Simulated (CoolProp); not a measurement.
A closed Brayton cycle with carbon dioxide: compressor inlet 320.15 K and 9 MPa, high pressure 26.2 MPa, turbine inlet 920 K, compressor efficiency 0.89, turbine efficiency 0.9, recuperator effectiveness 0 (on enthalpy, no pinch check). Each further row changes one setting.

The numbers come from the reference Helmholtz-energy equation of state, Span 1996 in CoolProp.

| case | thermal efficiency (%) | net work (kJ/kg) | compressor to turbine work | compressor exit (K) | turbine exit (K) |
|---|---|---|---|---|---|
| as stated | 15.9 | 113 | 0.28 | 394.9 | 783.4 |
| turbine inlet 870 K | 16.0 | 103 | 0.30 | 394.9 | 738.1 |
| compressor inlet 330.15 K | 15.6 | 103 | 0.34 | 417.6 | 783.4 |
| high pressure 22.3 MPa | 13.8 | 98.9 | 0.27 | 383.5 | 803.3 |
| recuperator effectiveness 0.5 | 23.5 | 113 | 0.28 | 394.9 | 783.4 |
